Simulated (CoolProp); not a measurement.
R115 along the isobar 0.506 MPa: Z from the reference equation and from simpler models built on Tc = 80.0 °C, pc = 3.129 MPa, ω = 0.248; each cubic takes its own stable root.

Computed with CoolProp (reference Helmholtz-energy equation of state, Lemmon 2016).

```tsv
T (°C)	phase	reference
24.15	gas	0.8974
32.35	gas	0.9074
40.55	gas	0.9160
48.75	gas	0.9235
56.95	gas	0.9300
65.15	gas	0.9359
73.45	gas	0.9411
81.65	gas	0.9458
89.85	gas	0.9499
98.05	gas	0.9537
106.25	gas	0.9571
114.55	gas	0.9603
122.75	gas	0.9631
130.95	gas	0.9657
139.15	gas	0.9681
```

**Question.** How far does each simpler model (van der Waals, Soave-Redlich-Kwong) lie from the reference over these 15 states: mean and median of the absolute difference, and the worst?

**Answer.** 
- van der Waals: mean 0.8 %, median 0.5 %, worst +2.8 % at 24.15 °C and 0.506 MPa
- Soave-Redlich-Kwong: mean 0.2 %, median 0.2 %, worst -0.2 % at 56.95 °C and 0.506 MPa
